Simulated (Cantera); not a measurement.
A closed system holds: 1 mol CH3SiH3, 0.18 mol C2H2, 1600 mol H2, held at 1977 °C and 21.0 Torr.

Equilibrium computed with Cantera from the NASA thermochemical tables; the gas is ideal and each condensed phase is pure. Candidate condensed phases: C, C6H6, C7H8, C8H18, Si, SiC; 87 gas species. The feed counts by its element totals alone. Equilibrium is a limit: real reactors are often held back by kinetics, nucleation or transport.

Base state: H2 0.956, H 0.0434, Si 0.000550, C2H2 (acetylene) 0.000402, SiH 3.62e-5 (mole fractions); condensed: gas only.

Task: What changes in the equilibrium state with this change: CH3SiH3 replaced by SiF4?

Result: 
| species | before | after |
|---|---|---|
| H2 | 0.956 | 0.954 |
| H | 0.0434 | 0.0433 |
| HF | 0 | 0.00241 |
| C2H2 (acetylene) | 0.000402 | 0.000106 |
| Si | 0.000550 | 0.000537 |
| SiF | 0 | 1.73e-5 |
| SiH | 3.62e-5 | 3.53e-5 |
The tables' values for SiF are old estimates; treat these amounts as uncertain.

Task: What changes in the equilibrium state with this change: CH3SiH3 replaced by (CH3)2SiCl2?

Result: 
```tsv
species	before	after
H2	0.956	0.954
H	0.0434	0.0434
HCl	0	0.00118
C2H2 (acetylene)	0.000402	0.000699
Si	0.000550	0.000542
Cl	0	3.88e-5
SiC2	8.00e-6	1.37e-5
SiH	3.62e-5	3.56e-5
```
